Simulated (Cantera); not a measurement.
Charge: 1 mol FeS2, 3.6 mol SO2, 0.28 mol CO2, at 1050 K and 750 Torr.

Cantera equilibrium calculation (NASA polynomials, part measured and part estimated; ideal gas, pure solids and liquids). Candidate condensed phases: C, Fe, Fe(CO)5, FeO, FeS, FeSO4, FeS2, Fe2O3, Fe2(SO4)3, Fe3O4, S; 25 gas species. FeS: taken at fixed stoichiometry. Gases not in the tables: S3 to S7. Rates play no part.

Base state: SO2 0.819, S2 0.107, CO2 0.0638, S2O 0.00965, CO 0.000151, COS 0.000127, SO 6.85e-5 (mole fractions); condensed: FeS(s).

What changes in the equilibrium state with this change: pressure from 750 Torr to 2250 Torr?


```json
[
 {"species": "SO2", "before": "0.819", "after": "0.818"},
 {"species": "S2", "before": "0.107", "after": "0.105"},
 {"species": "CO2", "before": "0.0638", "after": "0.0638"},
 {"species": "S2O", "before": "0.00965", "after": "0.0125"},
 {"species": "SO", "before": "6.85e-5", "after": "5.18e-5"},
 {"species": "CO", "before": "0.000151", "after": "0.000114"},
 {"species": "FeS(s), mol", "before": "1.00", "after": "1.00"}
]
```
